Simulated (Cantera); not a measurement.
Cantera run, input and output.

```python
import numpy as np
import cantera as ct

gas = ct.Solution("h2o2.yaml")
gas.TPX = 1725, 1000000, {'H2': 1, 'O2': 1.25, 'N2': 9.12, 'H2O': 1.3}
reactor = ct.IdealGasConstPressureReactor(gas, energy="on", clone=False)
net = ct.ReactorNet([reactor])
net.rtol, net.atol = 1e-08, 1e-16
show = ['H2', 'O2', 'H2O', 'H2O2', 'H']
times = np.geomspace(3e-06, 1, 16)

steps = ct.SolutionArray(gas, extra=["t"])
rows = []
print(f"{'t/s':>10s}{'T/K':>9s}{'P/Pa':>11s}" + "".join(f"{s:>11s}" for s in show))
for t in times:
    while net.time < t:
        t_next = net.step()
        steps.append(gas.state, t=t_next)
    rows.append([np.interp(t, steps.t, y) for y in (steps.T, steps.P, *steps(*show).X.T)])
    print(f"{t:10.3e}{rows[-1][0]:9.1f}{rows[-1][1]:11.4g}" + "".join(f"{x:11.3e}" for x in rows[-1][2:]))
rate = np.gradient(steps.T, steps.t)
print("integrator steps:", len(steps.t))
if steps.T.max() > steps.T[0] + 200:
    print(f"time of steepest temperature rise: {steps.t[rate.argmax()]:.4e} s")
gas.TPX = 1725, 1000000, {'H2': 1, 'O2': 1.25, 'N2': 9.12, 'H2O': 1.3}
gas.equilibrate("HP")
print(f"equilibrium (HP): T = {gas.T:.1f} K  " + "  ".join(f"{s} {gas[s].X[0]:.3e}" for s in show))
```

Result:

```
       t/s      T/K       P/Pa         H2         O2        H2O       H2O2          H
 3.000e-06   2116.4      1e+06  5.832e-03  5.970e-02  1.743e-01  1.829e-06  2.828e-03
 7.003e-06   2210.3      1e+06  1.393e-03  6.020e-02  1.839e-01  8.630e-07  3.066e-04
 1.635e-05   2232.4      1e+06  4.611e-04  6.069e-02  1.864e-01  5.799e-07  6.119e-05
 3.817e-05   2235.6      1e+06  3.448e-04  6.079e-02  1.868e-01  5.457e-07  4.086e-05
 8.910e-05   2235.7      1e+06  3.426e-04  6.079e-02  1.868e-01  5.451e-07  4.051e-05
 2.080e-04   2235.7      1e+06  3.426e-04  6.079e-02  1.868e-01  5.451e-07  4.051e-05
 4.856e-04   2235.7      1e+06  3.426e-04  6.079e-02  1.868e-01  5.451e-07  4.051e-05
 1.134e-03   2235.7      1e+06  3.426e-04  6.079e-02  1.868e-01  5.451e-07  4.051e-05
 2.646e-03   2235.7      1e+06  3.426e-04  6.079e-02  1.868e-01  5.451e-07  4.051e-05
 6.178e-03   2235.7      1e+06  3.426e-04  6.079e-02  1.868e-01  5.451e-07  4.051e-05
 1.442e-02   2235.7      1e+06  3.426e-04  6.079e-02  1.868e-01  5.451e-07  4.051e-05
 3.367e-02   2235.7      1e+06  3.426e-04  6.079e-02  1.868e-01  5.451e-07  4.051e-05
 7.860e-02   2235.7      1e+06  3.426e-04  6.079e-02  1.868e-01  5.451e-07  4.051e-05
 1.835e-01   2235.7      1e+06  3.426e-04  6.079e-02  1.868e-01  5.451e-07  4.051e-05
 4.284e-01   2235.7      1e+06  3.426e-04  6.079e-02  1.868e-01  5.451e-07  4.051e-05
 1.000e+00   2235.7      1e+06  3.426e-04  6.079e-02  1.868e-01  5.451e-07  4.051e-05
integrator steps: 942
time of steepest temperature rise: 1.6518e-06 s
equilibrium (HP): T = 2235.7 K  H2 3.426e-04  O2 6.079e-02  H2O 1.868e-01  H2O2 5.451e-07  H 4.051e-05
```

Cantera simulation using the H2/O2 subset of GRI-Mech 3.0, which has no nitrogen chemistry; the numbers are that mechanism's predictions, not measurements. The hydrogen kinetics of GRI-Mech 3.0 are dated; newer H2 mechanisms differ, most at raised pressure.
